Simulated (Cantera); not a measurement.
What does this Cantera script print?

```python
import numpy as np
import cantera as ct

gas = ct.Solution("gri30.yaml")
gas.TPX = 1925, 13332, {'CH4': 1, 'H2': 47}
reactor = ct.IdealGasConstPressureReactor(gas, energy="off", clone=False)
net = ct.ReactorNet([reactor])
net.rtol, net.atol = 1e-08, 1e-18
show = ['CH4', 'H2', 'C2H2', 'C2H6', 'CH2']
times = np.geomspace(2e-06, 9, 14)

steps = ct.SolutionArray(gas, extra=["t"])
rows = []
print(f"{'t/s':>10s}{'T/K':>9s}{'P/Pa':>11s}" + "".join(f"{s:>11s}" for s in show))
for t in times:
    while net.time < t:
        t_next = net.step()
        steps.append(gas.state, t=t_next)
    rows.append([np.interp(t, steps.t, y) for y in (steps.T, steps.P, *steps(*show).X.T)])
    print(f"{t:10.3e}{rows[-1][0]:9.1f}{rows[-1][1]:11.4g}" + "".join(f"{x:11.3e}" for x in rows[-1][2:]))
rate = np.gradient(steps.T, steps.t)
print("integrator steps:", len(steps.t))
if steps.T.max() > steps.T[0] + 200:
    print(f"time of steepest temperature rise: {steps.t[rate.argmax()]:.4e} s")
gas.TPX = 1925, 13332, {'CH4': 1, 'H2': 47}
gas.equilibrate("TP")
print(f"equilibrium (TP): T = {gas.T:.1f} K  " + "  ".join(f"{s} {gas[s].X[0]:.3e}" for s in show))
```

It prints:

```
       t/s      T/K       P/Pa        CH4         H2       C2H2       C2H6        CH2
 2.000e-06   1925.0  1.333e+04  2.083e-02  9.792e-01  2.031e-16  5.408e-13  3.047e-12
 6.499e-06   1925.0  1.333e+04  2.083e-02  9.792e-01  3.455e-14  1.567e-11  3.590e-11
 2.112e-05   1925.0  1.333e+04  2.082e-02  9.791e-01  4.386e-12  3.897e-10  4.431e-10
 6.861e-05   1925.0  1.333e+04  2.079e-02  9.791e-01  5.562e-10  8.179e-09  5.159e-09
 2.229e-04   1925.0  1.333e+04  2.069e-02  9.788e-01  8.456e-08  1.123e-07  5.485e-08
 7.244e-04   1925.0  1.333e+04  2.034e-02  9.782e-01  1.236e-05  8.741e-07  4.957e-07
 2.354e-03   1925.0  1.333e+04  1.894e-02  9.776e-01  4.528e-04  2.391e-06  1.974e-06
 7.648e-03   1925.0  1.333e+04  1.486e-02  9.794e-01  2.510e-03  1.717e-06  1.973e-06
 2.485e-02   1925.0  1.333e+04  8.550e-03  9.827e-01  5.769e-03  5.893e-07  1.255e-06
 8.074e-02   1925.0  1.333e+04  3.481e-03  9.854e-01  8.383e-03  1.014e-07  5.617e-07
 2.624e-01   1925.0  1.333e+04  1.183e-03  9.866e-01  9.567e-03  1.225e-08  2.004e-07
 8.525e-01   1925.0  1.333e+04  4.484e-04  9.870e-01  9.945e-03  2.113e-09  7.729e-08
 2.770e+00   1925.0  1.333e+04  3.195e-04  9.870e-01  1.001e-02  1.271e-09  5.527e-08
 9.000e+00   1925.0  1.333e+04  3.175e-04  9.870e-01  1.001e-02  1.260e-09  5.492e-08
integrator steps: 899
equilibrium (TP): T = 1925.0 K  CH4 3.175e-04  H2 9.870e-01  C2H2 1.001e-02  C2H6 1.260e-09  CH2 5.493e-08
```

Cantera simulation using GRI-Mech 3.0 (53 species, 325 reactions); the numbers are that mechanism's predictions, not measurements. GRI-Mech 3.0 stops at C3 and has no aromatics, soot or wall deposition, so with more carbon than oxygen in the feed, carbon stays in small species such as C2H2 where larger ones or solid carbon would form.
